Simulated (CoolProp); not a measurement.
Model: reference Helmholtz-energy equation of state, Lemmon 2016, in CoolProp.

Question: For R365MFC, give the phase and the Joule-Thomson coefficient (K/MPa) at 338.7 K and 0.0154 MPa; 360.8 K and 0.187 MPa.

Answer: 
- 338.7 K and 0.0154 MPa: gas; Joule-Thomson coefficient 21.2
- 360.8 K and 0.187 MPa: gas; Joule-Thomson coefficient 18.9
